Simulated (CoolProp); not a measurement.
Sulfur dioxide along the isotherm 525 K: density (kg/m³) from the reference equation and from simpler models built on Tc = 430.6 K, pc = 7887 kPa, ω = 0.256; each cubic takes its own stable root.

The numbers come from the reference Helmholtz-energy equation of state, Gao 2016 in CoolProp.

```
p (kPa)          phase  reference
-------  -------------  ---------
986                gas      14.79
1970               gas      30.22
2960               gas      46.48
3940               gas      63.39
4930               gas      81.37
5910               gas      100.1
6900               gas      120.2
7890     supercritical      141.4
8870     supercritical      163.6
9860     supercritical      187.5
10800    supercritical      211.5
11800    supercritical      238.6
```

### Question
How far does each simpler model (Soave-Redlich-Kwong, Peng-Robinson) lie from the reference over these 12 states: mean and median of the absolute difference, and the worst?

### Answer
- Soave-Redlich-Kwong: mean 1.1 %, median 0.8 %, worst -3.2 % at 525 K and 11800 kPa
- Peng-Robinson: mean 1.4 %, median 1.5 %, worst +1.9 % at 525 K and 8870 kPa
